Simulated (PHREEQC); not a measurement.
PHREEQC input (ion-association model, wateq4f.dat):

```
SOLUTION_MASTER_SPECIES
  An  An-  0  An  62.0  # stands for a non-complexing anion
SOLUTION_SPECIES
  An- = An-
    -log_k 0
    -gamma 3.0 0
PHASES
  Fix_H+
    H+ = H+
    -log_k 0
SOLUTION 1
  temp 25
  units mmol/kgw
  pH 7 charge
  Cl 0.022
  Ni 0.011
  As(5) 0.0051
  Na 1.0102
  An 1
END
SELECTED_OUTPUT 1
  -reset false
  -pH true
  -pe true
  -ionic_strength true
  -water true
  -totals As Cl Na Ni As(3) As(5)
  -molalities Hfo_wOH Hfo_wOH2+ Hfo_wO- Hfo_sOH Hfo_sOH2+ Hfo_sO- Hfo_wH2AsO4 Hfo_wHAsO4- Hfo_wOHAsO4-3 Hfo_sONi+
    Hfo_wONi+
  -saturation_indices Ni(OH)2 Ni3(AsO4)2:8H2O Halite
USER_PUNCH 1
  -headings sigma psi
  10 PUNCH EDL("sigma", "Hfo"), EDL("psi", "Hfo")
PRINT
  -reset false
USE solution 1
SURFACE 1
  Hfo_wOH 2.69663e-05 600 0.012
  Hfo_sOH 6.74157e-07
EQUILIBRIUM_PHASES 1
  Fix_H+ -3 HAn 10
    -force_equality true
  O2(g) -0.68 10
END
# ... the last block is repeated for the other 12 points of pH, with NaOH or the acid as the point needs
```

Selected output (columns that matter, 13 of 13 rows; pH added in front):

```
pH	mu	As	Na	Ni	m_Hfo_wOH	m_Hfo_wOH2+	m_Hfo_wO-	m_Hfo_sOH	m_Hfo_sOH2+	si_Ni(OH)2	si_Ni3(AsO4)2:8H2O	si_Halite	sigma	psi
3	0.0020985	7.3111e-11	0.0010102	1.1e-05	4.156e-06	1.7688e-05	2.2371e-08	1.2813e-07	5.4533e-07	-9.8468	-35.716	-9.2792	0.18184	0.21657
3.67	0.0012691	5.923e-11	0.0010102	1.1e-05	7.9932e-06	1.3767e-05	1.0632e-07	2.4643e-07	4.2444e-07	-8.4881	-33.038	-9.2699	0.10277	0.20018
4.33	0.0010937	1.2428e-10	0.0010102	1.1e-05	9.946e-06	1.1727e-05	1.9324e-07	3.0656e-07	3.6146e-07	-7.1633	-29.712	-9.2675	0.053883	0.17087
5	0.0010545	3.9049e-10	0.0010102	1.0996e-05	1.092e-05	1.0691e-05	2.555e-07	3.3479e-07	3.2779e-07	-5.8223	-26.033	-9.2669	0.026747	0.13601
5.67	0.0010457	1.513e-09	0.0010102	1.0927e-05	1.1416e-05	1.0154e-05	2.9405e-07	3.156e-07	2.807e-07	-4.4848	-22.207	-9.2668	0.012709	0.098843
6.33	0.0010423	6.6409e-09	0.0010102	1.047e-05	1.1741e-05	9.7428e-06	3.2411e-07	1.1265e-07	9.3484e-08	-3.1834	-18.439	-9.2668	0.005707	0.061582
7	0.001038	3.9114e-08	0.0010102	9.2108e-06	1.1652e-05	8.7677e-06	3.5472e-07	9.1398e-09	6.8776e-09	-1.8993	-14.751	-9.2667	0.0018682	0.024461
7.67	0.0010271	2.1591e-07	0.0010148	4.0296e-06	1.0198e-05	5.1204e-06	4.6529e-07	1.4675e-09	7.3683e-10	-0.9201	-12.499	-9.2645	-0.00035023	-0.0047794
8.33	0.0010269	6.941e-07	0.0010245	6.1619e-07	9.5014e-06	2.5311e-06	8.1708e-07	8.8821e-10	2.3661e-10	-0.4261	-12.482	-9.2604	-0.0021128	-0.027538
9	0.0010369	1.4421e-06	0.0010354	6.8417e-08	9.9894e-06	1.2947e-06	1.7657e-06	8.8404e-10	1.1457e-10	-0.1111	-13.544	-9.256	-0.0041372	-0.048663
9.67	0.0010779	2.3305e-06	0.0010758	2.144e-08	9.5733e-06	5.5847e-07	3.7594e-06	8.4326e-10	4.9192e-11	0.256	-14.708	-9.24	-0.0066896	-0.067789
10.33	0.001256	3.415e-06	0.0012526	4.0584e-08	7.8753e-06	2.055e-07	6.914e-06	6.9487e-10	1.8132e-11	0.6894	-15.762	-9.1763	-0.010731	-0.086163
11	0.0020928	4.5104e-06	0.0020871	1.9557e-07	5.5378e-06	6.6022e-08	1.0641e-05	4.96e-10	5.9133e-12	1.1759	-16.949	-8.964	-0.020641	-0.10567
```

Along this series the solution becomes supersaturated in solids that the run did not let form, among them Ni(OH)2. The database has no arsenate complexes of Ni. The oxide is taken as insoluble; below pH 4 it would dissolve.
